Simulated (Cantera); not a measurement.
Adiabatic ignition

An adiabatic, constant-volume homogeneous reactor starts with CH3OH : O2 : N2 : H2O = 1 : 0.682 : 2.56 : 0.58 (molar parts), equivalence ratio 2.2, at 1275 K and 0.540 bar.

Computed with Cantera and GRI-Mech 3.0 (53 species, 325 reactions). GRI-Mech 3.0 was tuned for natural gas; its chemistry of methanol as a main component is partial and can be far from experiment.

```
t (s)     T (K)  P (bar)  x CH3OH     x O2  x H2O     x H2     x OH    x H2O2
--------  -----  -------  -------  -------  -----  -------  -------  --------
1.00e-6    1275    0.540    0.207    0.141  0.120  2.75e-8  4.75e-9    <1e-12
3.63e-6    1275    0.540    0.207    0.141  0.120  1.62e-7  4.83e-9  1.96e-11
1.32e-5    1275    0.540    0.207    0.141  0.120  6.82e-7  4.89e-9  3.81e-10
4.79e-5    1275    0.540    0.207    0.141  0.120  2.75e-6  5.08e-9   8.58e-9
0.000174   1275    0.540    0.207    0.141  0.120  1.14e-5  5.97e-9   2.42e-7
0.000632   1275    0.540    0.207    0.141  0.120  6.28e-5  1.80e-8   4.78e-6
0.00230    1280    0.543    0.203    0.140  0.122  0.00149  4.25e-7  0.000159
0.00835    2491     1.35   <1e-12  9.16e-5  0.272    0.140  0.00311   2.09e-8
0.0303     2489     1.35   <1e-12  9.02e-5  0.272    0.140  0.00309   2.07e-8
0.110      2489     1.35   <1e-12  9.00e-5  0.272    0.140  0.00309   2.07e-8
0.400      2489     1.35   <1e-12  9.00e-5  0.272    0.140  0.00309   2.07e-8
```
x: mole fraction; the columns are a selection and need not sum to one.

| Item | Value |
|---|---|
| time of steepest temperature rise | 3.20 ms |
| temperature at 0.400 s | 2489 K |
| equilibrium temperature | 2489 K |
| x(CH3OH) at 0.400 s | <1e-12 (gas-phase equilibrium <1e-12) |
| x(O2) at 0.400 s | 9.00e-5 (gas-phase equilibrium 9.00e-5) |
| x(H2O) at 0.400 s | 0.272 (gas-phase equilibrium 0.272) |
